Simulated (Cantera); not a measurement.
What does this Cantera script print?

```python
import numpy as np
import cantera as ct

gas_names = """
    HCL Fe2CL6 H2
""".split()
cond_names = """
    FeCL2(s) FeCL2(L)
""".split()


# ... load() reads the species with a 1 bar reference pressure and builds the phases ...
species = {s.name: s for s in load("nasa_gas.yaml", gas_names) + load("nasa_condensed.yaml", cond_names)}
# Each term lists the table entries of one substance; the one whose range holds T is used.
reactions = {
    '2 HCl(g) + 2 FeCl2 = Fe2Cl6(g) + H2(g)':
        [(-2, ['HCL']), (-2, ['FeCL2(s)', 'FeCL2(L)']), (1, ['Fe2CL6']), (1, ['H2'])],
}


def pick(names, T):
    return next(species[n] for n in names if species[n].thermo.min_temp <= T <= species[n].thermo.max_temp)


results = []
for label, terms in reactions.items():
    print(label)
    print("     T/K   dH/kJ  dS/(J/K)   dG/kJ   log10 K")
    for T in [1148, 1248, 1348, 1448, 1548, 1648]:
        used = [(nu, pick(names, T)) for nu, names in terms]
        dH = sum(nu * s.thermo.h(T) for nu, s in used) / 1e6
        dS = sum(nu * s.thermo.s(T) for nu, s in used) / 1e3
        dG = dH - T * dS / 1e3
        logK = -dG * 1e6 / (ct.gas_constant * T * np.log(10))
        results.append((label, T, dH, dS, dG, logK, [s.name for _, s in used]))
        print(f"{T:8g} {dH:8.1f} {dS:8.1f} {dG:8.1f} {logK:8.2f}")
```

It prints:

```
2 HCl(g) + 2 FeCl2 = Fe2Cl6(g) + H2(g)
     T/K   dH/kJ  dS/(J/K)   dG/kJ   log10 K
    1148    106.2    -60.3    175.5    -7.98
    1248    100.6    -65.0    181.7    -7.61
    1348     94.9    -69.4    188.5    -7.30
    1448     89.1    -73.5    195.6    -7.06
    1548     83.4    -77.4    203.2    -6.86
    1648     77.6    -81.0    211.1    -6.69
```

Cantera with NASA thermochemical tables; ideal gases at 1 bar, condensed phases pure. Condensed species are held in their standard states even where they would react or evaporate.
